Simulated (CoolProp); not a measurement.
Vapour-liquid equilibrium of diethyl ether (1) + benzene (2) at 0.658 MPa; x and y are mole fractions of (1).

Computed with CoolProp (multi-fluid Helmholtz-energy mixture model, Thol 2014 and Thol 2012; pair parameters Bell 2016).

```json
[
 {"x": "0.05", "bubble temperature, mixture model (°C)": "151.7", "bubble temperature, Raoult's law (°C)": "151.2", "y, mixture model": "0.118", "y, Raoult's law": "0.138"},
 {"x": "0.125", "bubble temperature, mixture model (°C)": "145.6", "bubble temperature, Raoult's law (°C)": "144.6", "y, mixture model": "0.270", "y, Raoult's law": "0.307"},
 {"x": "0.2", "bubble temperature, mixture model (°C)": "140.0", "bubble temperature, Raoult's law (°C)": "138.7", "y, mixture model": "0.396", "y, Raoult's law": "0.441"},
 {"x": "0.275", "bubble temperature, mixture model (°C)": "134.9", "bubble temperature, Raoult's law (°C)": "133.4", "y, mixture model": "0.502", "y, Raoult's law": "0.549"},
 {"x": "0.35", "bubble temperature, mixture model (°C)": "130.2", "bubble temperature, Raoult's law (°C)": "128.6", "y, mixture model": "0.591", "y, Raoult's law": "0.637"},
 {"x": "0.425", "bubble temperature, mixture model (°C)": "125.8", "bubble temperature, Raoult's law (°C)": "124.3", "y, mixture model": "0.668", "y, Raoult's law": "0.710"},
 {"x": "0.5", "bubble temperature, mixture model (°C)": "121.7", "bubble temperature, Raoult's law (°C)": "120.3", "y, mixture model": "0.733", "y, Raoult's law": "0.770"},
 {"x": "0.575", "bubble temperature, mixture model (°C)": "117.9", "bubble temperature, Raoult's law (°C)": "116.6", "y, mixture model": "0.790", "y, Raoult's law": "0.821"},
 {"x": "0.65", "bubble temperature, mixture model (°C)": "114.4", "bubble temperature, Raoult's law (°C)": "113.2", "y, mixture model": "0.839", "y, Raoult's law": "0.865"},
 {"x": "0.725", "bubble temperature, mixture model (°C)": "111.0", "bubble temperature, Raoult's law (°C)": "110.1", "y, mixture model": "0.882", "y, Raoult's law": "0.902"},
 {"x": "0.8", "bubble temperature, mixture model (°C)": "107.9", "bubble temperature, Raoult's law (°C)": "107.2", "y, mixture model": "0.920", "y, Raoult's law": "0.934"},
 {"x": "0.875", "bubble temperature, mixture model (°C)": "104.9", "bubble temperature, Raoult's law (°C)": "104.4", "y, mixture model": "0.953", "y, Raoult's law": "0.961"},
 {"x": "0.95", "bubble temperature, mixture model (°C)": "102.1", "bubble temperature, Raoult's law (°C)": "101.9", "y, mixture model": "0.982", "y, Raoult's law": "0.986"}
]
```

The largest gap from Raoult's law is +1.6 K in bubble temperature, at x = 0.35. No azeotrope shows between x = 0.05 and 0.95.

The pair parameters rest on a limited set of measurements; away from them the model extrapolates.
